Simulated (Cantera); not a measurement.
Feed: 1 mol CaCl2, 0.74 mol H2, equilibrated at 1.00 Torr.

Equilibrium computed with Cantera from the NASA thermochemical tables; the gas is ideal and each condensed phase is pure. Candidate condensed phases: Ca, CaCl2; 9 gas species. Rates play no part.

Question: What share of the Ca ends up in condensed phases as a function of T (K), at 973, 1023, 1073, 1123, 1173, 1223, 1273, 1323?

Answer: 
| T (K) | Ca condensed (%) | as |
|---|---|---|
| 973 | 100.0 | CaCl2(s) |
| 1023 | 100.0 | CaCl2(s) |
| 1073 | 100.0 | CaCl2(l) |
| 1123 | 99.9 | CaCl2(l) |
| 1173 | 99.8 | CaCl2(l) |
| 1223 | 99.3 | CaCl2(l) |
| 1273 | 98.1 | CaCl2(l) |
| 1323 | 94.7 | CaCl2(l) |
